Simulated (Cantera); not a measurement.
Input: 1 mol Si, 2 mol NF3, equilibrated at 1202 °C and 75.0 Torr.

Method: chemical equilibrium by Gibbs-energy minimisation in Cantera with the NASA 1993 tables (ideal gas, pure condensed phases). Candidate condensed phases: Si, Si3N4; 16 gas species. Equilibrium is a limit: real reactors are often held back by kinetics, nucleation or transport.

Base state: F 0.494, N2 0.251, SiF4 0.251, F2 0.00412 (mole fractions); condensed: gas only.

Q: What changes in the equilibrium state with this change: temperature from 1202 °C to 500 °C?

A: 
| species | before | after |
|---|---|---|
| SiF4 | 0.251 | 0.380 |
| N2 | 0.251 | 0.308 |
| F2 | 0.00412 | 0.161 |
| F | 0.494 | 0.00686 |
| NF3 | 3.90e-8 | 0.144 |
